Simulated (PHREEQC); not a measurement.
Consider water at 88 °C with 0.14 mol Na2CO3, 0.082 mol NaHCO3, 6.3e-05 mol LiCl and 0.022 mol NaF per kg of water. Closed to the air; pH follows from the charge balance.

Computed with PHREEQC (ion-association model, wateq4f.dat).

Precipitation was switched off in this run.

Task: Order these C species by the share of C that they hold, largest first: CO2, NaCO3-, CO3-2, HCO3-, NaHCO3.

Result: NaCO3- (59 %), HCO3- (35 %), CO3-2 (3.8 %), NaHCO3 (2.2 %), CO2 (0.10 %)

Task: Order these Na species by the share of Na that they hold, largest first: NaCO3-, NaHCO3, NaF, Na+.

Result: Na+ (64 %), NaCO3- (34 %), NaHCO3 (1.3 %), NaF (0.33 %)

The pH is 8.72 and the ionic strength 0.255 mol/kgw. At this temperature some constants are extrapolated from 25 °C, and those without enthalpy data are left unchanged.
